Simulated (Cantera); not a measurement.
Cantera run, input and output.

```python
import numpy as np
import cantera as ct

gas = ct.Solution("gri30.yaml")
gas.TPX = 375, 100000, {'CH4': 1, 'O2': 2, 'N2': 7.52, 'H2O': 2.5, 'CO2': 0.025}
inlet = ct.Reservoir(gas, clone=True)
gas.equilibrate("HP")  # start burning
reactor = ct.IdealGasConstPressureReactor(gas, energy="on", clone=False)
exhaust = ct.Reservoir(gas, clone=True)
tau = [0.063, 0.035, 0.02, 0.011, 0.006, 0.0034, 0.0019, 0.001, 0.00058, 0.00032, 0.00018, 0.0001][0]
for a, b in ((inlet, reactor), (reactor, exhaust)):
    ct.MassFlowController(a, b, mdot=lambda t: reactor.mass / tau)
net = ct.ReactorNet([reactor])
show = ['CH4', 'O2', 'H2O', 'HCN', 'C2H4', 'CO', 'CH3']

rows = []
print(f"{'tau/s':>10s}{'T/K':>9s}" + "".join(f"{s:>11s}" for s in show))
for tau in [0.063, 0.035, 0.02, 0.011, 0.006, 0.0034, 0.0019, 0.001, 0.00058, 0.00032, 0.00018, 0.0001]:
    net.initial_time = 0.0
    net.advance(30 * tau)
    before = gas.X
    net.advance(40 * tau)
    drift = np.max(np.abs(gas.X - before) / (gas.X + 1e-9))
    rows.append([gas.T, *gas[show].X, drift])
    print(f"{tau:10.3e}{gas.T:9.1f}" + "".join(f"{x:11.3e}" for x in gas[show].X))
```

Result:

```
     tau/s      T/K        CH4         O2        H2O        HCN       C2H4         CO        CH3
 6.300e-02   1911.9  1.469e-05  4.126e-03  3.372e-01  2.258e-07  7.881e-09  4.522e-03  6.425e-06
 3.500e-02   1899.6  2.112e-05  4.861e-03  3.358e-01  3.001e-07  1.431e-08  5.273e-03  9.102e-06
 2.000e-02   1885.5  3.009e-05  5.693e-03  3.343e-01  3.917e-07  2.474e-08  6.110e-03  1.261e-05
 1.100e-02   1867.6  4.451e-05  6.746e-03  3.323e-01  5.154e-07  4.393e-08  7.154e-03  1.785e-05
 6.000e-03   1846.0  6.745e-05  8.013e-03  3.301e-01  6.708e-07  7.898e-08  8.396e-03  2.550e-05
 3.400e-03   1822.2  1.018e-04  9.417e-03  3.276e-01  8.463e-07  1.401e-07  9.763e-03  3.602e-05
 1.900e-03   1793.9  1.602e-04  1.113e-02  3.249e-01  1.061e-06  2.651e-07  1.145e-02  5.237e-05
 1.000e-03   1757.0  2.786e-04  1.348e-02  3.216e-01  1.353e-06  5.971e-07  1.385e-02  8.237e-05
 5.800e-04   1719.1  4.813e-04  1.620e-02  3.188e-01  1.677e-06  1.405e-06  1.679e-02  1.285e-04
 3.200e-04   1657.6  1.130e-03  2.167e-02  3.154e-01  2.213e-06  6.180e-06  2.289e-02  2.560e-04
 1.800e-04    375.0  7.666e-02  1.533e-01  1.916e-01  1.236e-20  1.858e-18  1.330e-16  6.541e-20
 1.000e-04    375.0  7.666e-02  1.533e-01  1.916e-01  3.458e-23  5.196e-21  3.718e-19  1.829e-22
```

Cantera simulation using GRI-Mech 3.0 (53 species, 325 reactions); the numbers are that mechanism's predictions, not measurements.
